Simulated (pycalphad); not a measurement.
## Effect of Fe content in Al-Si-Fe

All values are pycalphad results on the COST 507 light-alloy database (1999) (1 atm), not direct measurements. The data set is of 1999 and partly superseded. Phase fractions are per mole of atoms.

```
alloy                    liquidus (K)  first solid  solidus (K)                                phases at 650 K
-----------------------  ------------  -----------  -----------  ---------------------------------------------
Al-3.26Si-0.83Fe (at.%)           908          fcc          849  fcc 0.92, ALFESI_BETA 0.06, diamond (Si) 0.02
Al-3.26Si-3.3Fe (at.%)           1065      AL13FE4          893  fcc 0.78, ALFESI_BETA 0.21, ALFESI_ALPHA 0.01
Al-3.26Si-4.95Fe (at.%)          1134      AL13FE4          893  fcc 0.72, ALFESI_ALPHA 0.18, ALFESI_BETA 0.11
Al-3.26Si-9.9Fe (at.%)           1269      AL13FE4          905      fcc 0.49, ALFESI_ALPHA 0.46, AL13FE4 0.05
Al-3.26Si-13.2Fe (at.%)          1326      AL13FE4          905      ALFESI_ALPHA 0.46, fcc 0.35, AL13FE4 0.19
```

Database names, with the compositions (at.%) that they take in these runs: ALFESI_BETA: Al 70 Si 15 Fe 15; AL13FE4: Al 75 Fe 24 Si 0; ALFESI_ALPHA: Al 71-74 Fe 19 Si 7-10.
